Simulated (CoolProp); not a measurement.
o-xylene at several states: density (kg/m³) from the reference equation and from simpler models built on Tc = 630.3 K, pc = 3737 kPa, ω = 0.312; each cubic takes its own stable root.

Model: reference Helmholtz-energy equation of state, Zhou 2012, in CoolProp.

```tsv
T (K)	p (kPa)	phase	reference
296.9	239	liquid	877.2
484.8	1260	liquid	700.8
471.8	210	gas	6.055
453.3	22.5	gas	0.6384
```

**Question.** How far does each simpler model (van der Waals, Redlich-Kwong) lie from the reference over these 4 states: mean and median of the absolute difference, and the worst?

**Answer.** 
- van der Waals: mean 22.0 %, median 22.5 %, worst -42.5 % at 296.9 K and 239 kPa
- Redlich-Kwong: mean 8.4 %, median 8.1 %, worst -17.2 % at 484.8 K and 1260 kPa
